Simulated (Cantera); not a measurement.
SiF₄ + O₂ (silicon oxide and oxynitride deposition)

A closed system holds: 1 mol SiF₄, 1.3 mol O₂, held at 1475 °C and 11.0 mbar.

These are equilibrium values from Cantera (NASA tables, ideal gas, pure condensed phases), not measurements of a reactor. Candidate condensed phases: Si, SiO₂; 17 gas species. The tables' values for SiF₃ are old estimates; treat these amounts as uncertain. Rates play no part.

- x(O₂): 0.565
- x(SiF₄): 0.435
- x(O): 0.000526
- x(F): 9.58e-5
- x(SiF₃): 6.58e-5
- gas amount: 2.301 mol
- log10 activity of Si(l) (absent): -15.71
